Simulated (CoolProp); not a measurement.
Vapour-liquid equilibrium of n-hexane (1) + o-xylene (2) at 23.2 kPa; x and y are mole fractions of (1).

Model: multi-fluid Helmholtz-energy mixture model, Thol 2019 and Zhou 2012; pair parameters Bell 2016, in CoolProp.

| x | bubble temperature (K) | y at the bubble point | dew temperature at overall composition x (K) | liquid density (mol/L) |
|---|---|---|---|---|
| 0.05 | 356.6 | 0.402 | 368.0 | 7.744 |
| 0.125 | 343.3 | 0.674 | ___ | 7.806 |
| 0.2 | 334.3 | 0.797 | ___ | 7.833 |
| 0.275 | 327.8 | 0.862 | 361.2 | 7.839 |
| 0.35 | 322.8 | 0.901 | 358.6 | 7.832 |
| 0.425 | 318.8 | ___ | ___ | 7.817 |
| 0.5 | 315.5 | 0.945 | 352.5 | 7.795 |
| 0.575 | 312.7 | 0.958 | 348.9 | 7.769 |
| 0.65 | 310.3 | 0.969 | 344.8 | 7.738 |
| 0.725 | 308.1 | 0.977 | 339.9 | 7.705 |
| 0.8 | 306.2 | ___ | 334.0 | 7.669 |
| 0.875 | 304.3 | 0.991 | 326.2 | ___ |
| 0.95 | 302.6 | 0.997 | 314.5 | 7.591 |

Problem. Complete the blanks.

Solution. 
- 0.125, dew temperature at overall composition x (K): 365.9
- 0.2, dew temperature at overall composition x (K): 363.6
- 0.425, y at the bubble point: 0.927
- 0.425, dew temperature at overall composition x (K): 355.7
- 0.8, y at the bubble point: 0.985
- 0.875, liquid density (mol/L): 7.631

No azeotrope shows between x = 0.05 and 0.95.

Pair parameters are fitted to limited data, so mixtures are less certain than the pure fluids.
